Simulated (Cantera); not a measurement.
A closed system holds: 1 mol NF3, 0.12 mol O2, 1.1 mol H2, at 1523.15 K and 55.0 Pa.

These are equilibrium values from Cantera (NASA tables, ideal gas, pure condensed phases), not measurements of a reactor. Candidate condensed phases: H2O; 40 gas species. Equilibrium is a limit: real reactors are often held back by kinetics, nucleation or transport.

Base state: HF 0.608, F 0.221, N2 0.138, O2 0.0330, NO 0.000227, O 4.28e-5 (mole fractions); condensed: gas only.

What changes in the equilibrium state with this change: NF3 replaced by CO2?


```tsv
species	before	after
H2O	<1e-9	0.368
CO	0	0.253
CO2	0	0.223
HF	0.608	0
F	0.221	0
H2	<1e-9	0.156
N2	0.138	0
O2	0.0330	6.66e-8
H	<1e-9	0.000390
NO	0.000227	0
```
Further candidate phases: C, C6H6, C7H8, C8H18.

What changes in the equilibrium state with this change: temperature from 1523.15 K to 3573 K?


| species | before | after |
|---|---|---|
| F | 0.221 | 0.497 |
| H | <1e-9 | 0.361 |
| N2 | 0.138 | 0.0832 |
| HF | 0.608 | 0.0138 |
| O2 | 0.0330 | 2.62e-6 |
| O | 4.28e-5 | 0.0408 |
| N | <1e-9 | 0.00383 |
| H2 | <1e-9 | 0.000148 |
| OH | 4.44e-9 | 2.90e-5 |
| NO | 0.000227 | 9.81e-5 |

What changes in the equilibrium state with this change: NF3 replaced by S?


| species | before | after |
|---|---|---|
| H2 | <1e-9 | 0.527 |
| S2 | 0 | 0.296 |
| H2O | <1e-9 | 0.139 |
| HF | 0.608 | 0 |
| F | 0.221 | 0 |
| N2 | 0.138 | 0 |
| O2 | 0.0330 | <1e-9 |
| H2S | 0 | 0.0219 |
| SH | 0 | 0.00700 |
| SO2 | 0 | 0.00412 |
| SO | 0 | 0.00308 |
| S | 0 | 0.00123 |
| H | <1e-9 | 0.000716 |
Further candidate phases: H2SO4, S.
